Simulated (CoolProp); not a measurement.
Values from CoolProp's reference Helmholtz-energy equation of state, Lemmon 2006. It is a short technical equation, of lower accuracy than the large ones.

Problem. Give the vapour pressure (MPa), vapour density (kg/m³), enthalpy of vaporisation (kJ/kg) of saturated carbon monoxide at 107.9, 111, 114.1 K.

Solution. 
```csv
T (K),p (MPa),vapour density (kg/m³),enthalpy of vaporisation (kJ/kg)
107.9,0.936,36.4,167
111,1.13,44.5,158
114.1,1.36,54.2,149
```
